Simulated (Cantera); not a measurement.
Input: 1 mol C2H2, 0.29 mol O2, 0.95 mol H2, equilibrated at 602 °C and 1 atm.

Method: chemical equilibrium by Gibbs-energy minimisation in Cantera with the NASA 1993 tables (ideal gas, pure condensed phases). Kinetics and transport are ignored.

| species | before | after |
|---|---|---|
| H2 | 0.584 | 0.758 |
| CO | 0.0643 | 0.228 |
| H | <1e-9 | 0.00952 |
| H2O | 0.155 | 6.81e-6 |
| CO2 | 0.0451 | 3.61e-7 |
| CH4 | 0.151 | 0.000119 |
| C2H2 (acetylene) | <1e-9 | 0.00371 |
| CH3 | <1e-9 | 2.79e-5 |
| C(graphite), mol | 1.51 | 1.40 |
Gas species are given as mole fractions.

Name the change that produced these shifts.
A) temperature from 602 °C to 2052 °C
B) temperature from 602 °C to 1002 °C
C) temperature from 602 °C to 1275 °C
D) H2 from 0.95 to 86 mol

A, temperature from 602 °C to 2052 °C
